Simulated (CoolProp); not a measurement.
Model: reference Helmholtz-energy equation of state, Thol 2018, in CoolProp.

**Question.** For hydrogen chloride, give the phase and the speed of sound (m/s) at 525.1 K and 0.0394 MPa; 525.1 K and 1.06 MPa.

**Answer.** 
- 525.1 K and 0.0394 MPa: gas; speed of sound 409
- 525.1 K and 1.06 MPa: gas; speed of sound 408
